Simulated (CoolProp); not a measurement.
Vapour-liquid equilibrium of C2F6 (R116) (1) + R143a (2) at 10.3 bar; x and y are mole fractions of (1).

Values from CoolProp's multi-fluid Helmholtz-energy mixture model, Lemmon 2006 and Lemmon and Jacobsen 2000; pair parameters Bell 2016.

```
x     bubble temperature (K)  y at the bubble point  dew temperature at overall composition x (K)  liquid density (mol/L)
----  ----------------------  ---------------------  --------------------------------------------  ----------------------
0.05                   284.3                  0.168                                           [?]                   11.46
0.2                    270.8                  0.482                                         283.0                   11.32
0.35                     [?]                  0.633                                         276.8                   10.97
0.5                    258.9                  0.720                                         269.9                   10.54
0.65                   256.1                  0.788                                           [?]                   10.12
0.8                    254.1                  0.859                                         255.7                   9.768
0.95                   252.8                    [?]                                         252.8                     [?]
```

Problem. What belongs in the gaps?

Solution. 
- 0.05, dew temperature at overall composition x (K): 288.7
- 0.35, bubble temperature (K): 263.3
- 0.65, dew temperature at overall composition x (K): 262.4
- 0.95, y at the bubble point: 0.956
- 0.95, liquid density (mol/L): 9.493

No azeotrope shows between x = 0.05 and 0.95.

Pair parameters are fitted to limited data, so mixtures are less certain than the pure fluids.
